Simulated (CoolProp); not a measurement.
A closed Brayton cycle with carbon dioxide: compressor inlet 329.15 K and 8.9 MPa, high pressure 24.5 MPa, turbine inlet 860 K, compressor efficiency 0.89, turbine efficiency 0.93, recuperator effectiveness 0.95 (on enthalpy, no pinch check). Each further row changes one setting.

Model: reference Helmholtz-energy equation of state, Span 1996, in CoolProp.

| case | thermal efficiency (%) | net work (kJ/kg) | compressor to turbine work | compressor exit (K) | turbine exit (K) |
|---|---|---|---|---|---|
| as stated | 38.7 | 93.4 | 0.35 | 411.8 | 731.8 |
| turbine inlet 810 K | 36.7 | 83.9 | 0.37 | 411.8 | 686.4 |
| compressor inlet 339.15 K | 37.7 | 87.0 | 0.39 | 428.3 | 731.8 |
| high pressure 20.8 MPa | 38.0 | 81.4 | 0.33 | 398.2 | 751.9 |
| recuperator effectiveness 0.5 | 22.9 | 93.4 | 0.35 | 411.8 | 731.8 |
